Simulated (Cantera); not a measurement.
Input: 1 mol C2H5OH, a varied amount of H2, held at 698 K and 2.90 bar.

Equilibrium computed with Cantera from the NASA thermochemical tables; the gas is ideal and each condensed phase is pure. Candidate condensed phases: C, C6H6, C7H8, C8H18, H2O; 110 gas species. The numbers say what is thermodynamically allowed, not how fast it happens.

Q: At 0.85 mol H2, list the 5 most abundant gas species with their mole fractions, and the condensed phases.

A: CH4 0.511, H2O 0.311, H2 0.141, CO2 0.0352, CO 0.00166. Condensed: C(graphite).
